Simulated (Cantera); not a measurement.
Mixture: CH4 : O2 : N2 = 1 : 2.99 : 19.7 (molar parts), at 140000 Pa, adiabatic and at constant volume. Ignition delay is the time to a rise of 400 K.

Detailed kinetics in Cantera: GRI-Mech 3.0 (53 species, 325 reactions).

What does this change do: constant pressure in place of constant volume?


```
quantity                                                before       after
--------------------------------------------------  ----------  ----------
delay at 1200 K                                        45.9 ms     47.4 ms
delay at 1400 K                                        3.54 ms     3.68 ms
delay at 1600 K                                       0.471 ms    0.491 ms
delay at 1800 K                                       0.109 ms    0.117 ms
delay at 2000 K                                        37.0 µs     52.5 µs
apparent activation energy between 1800 and 2000 K  160 kJ/mol  120 kJ/mol
```
